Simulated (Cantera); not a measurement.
**TiO2 + CO + H2 (carbothermic reduction)**

Feed: 1 mol TiO2, 5.1 mol CO, 0.85 mol H2, equilibrated at 1700 Pa.

Method: chemical equilibrium by Gibbs-energy minimisation in Cantera with the NASA 1993 tables (ideal gas, pure condensed phases). Candidate condensed phases: C, C6H6, C7H8, C8H18, H2O, Ti, TiC, TiO, TiO2, Ti2O3, Ti3O5, Ti4O7; 113 gas species. Mutual solubility and eutectic melting of coexisting phases are not modelled. Condensed phases not in the tables: Magnéli phases beyond Ti4O7. Kinetics and transport are ignored.

From 1273 K to 1523 K the condensed part is TiO2(rutile) + Ti4O7(s).

| T (K) | x CO | x H2 | x CO2 | x H2O | x H | x CH4 | x OH | n TiO2(rutile) | n Ti4O7(s) |
|---|---|---|---|---|---|---|---|---|---|
| 1273 | 0.856 | 0.143 | 0.00119 | 0.000328 | 2.06e-6 | 2.44e-7 | 5.47e-11 | 0.964 | 0.00902 |
| 1298 | 0.856 | 0.142 | 0.00143 | 0.000418 | 3.10e-6 | 1.27e-7 | 1.18e-10 | 0.956 | 0.0110 |
| 1323 | 0.855 | 0.142 | 0.00172 | 0.000529 | 4.59e-6 | 6.71e-8 | 2.47e-10 | 0.947 | 0.0134 |
| 1348 | 0.855 | 0.142 | 0.00204 | 0.000664 | 6.69e-6 | 3.64e-8 | 5.03e-10 | 0.936 | 0.0161 |
| 1373 | 0.855 | 0.142 | 0.00242 | 0.000827 | 9.63e-6 | 2.02e-8 | 1.00e-9 | 0.923 | 0.0193 |
| 1398 | 0.854 | 0.142 | 0.00285 | 0.00102 | 1.37e-5 | 1.14e-8 | 1.94e-9 | 0.908 | 0.0230 |
| 1423 | 0.854 | 0.142 | 0.00334 | 0.00125 | 1.92e-5 | 6.57e-9 | 3.68e-9 | 0.891 | 0.0273 |
| 1448 | 0.853 | 0.141 | 0.00389 | 0.00153 | 2.66e-5 | 3.85e-9 | 6.83e-9 | 0.871 | 0.0322 |
| 1473 | 0.853 | 0.141 | 0.00451 | 0.00185 | 3.64e-5 | 2.30e-9 | 1.24e-8 | 0.849 | 0.0379 |
| 1498 | 0.852 | 0.141 | 0.00522 | 0.00222 | 4.94e-5 | 1.39e-9 | 2.21e-8 | 0.823 | 0.0443 |
| 1523 | 0.851 | 0.140 | 0.00600 | 0.00265 | 6.64e-5 | 8.57e-10 | 3.87e-8 | 0.794 | 0.0515 |
x: gas mole fraction; n: condensed amount in mol.
